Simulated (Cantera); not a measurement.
Feed: 1 mol MgCO3, 0.88 mol H2O, held at 101000 Pa.

These are equilibrium values from Cantera (NASA tables, ideal gas, pure condensed phases), not measurements of a reactor. Candidate condensed phases: C, C6H6, C7H8, C8H18, H2O, Mg, MgCO3, MgO, Mg(OH)2; 116 gas species. Rates play no part. All values below are at 1525 °C.

Base state: CO2 0.528, H2O 0.466, CO 0.00269, O2 0.00155, H2 0.000623, OH 0.000430 (mole fractions); condensed: MgO(s).

What changes in the equilibrium state with this change: 1.2 mol CH4 added?


| species | before | after |
|---|---|---|
| H2 | 0.000623 | 0.495 |
| CO | 0.00269 | 0.381 |
| H2O | 0.466 | 0.103 |
| CO2 | 0.528 | 0.0208 |
| O2 | 0.00155 | <1e-9 |
| OH | 0.000430 | 3.37e-6 |
| H | 8.73e-6 | 0.000246 |
| MgO(s), mol | 1.000 | 1.000 |
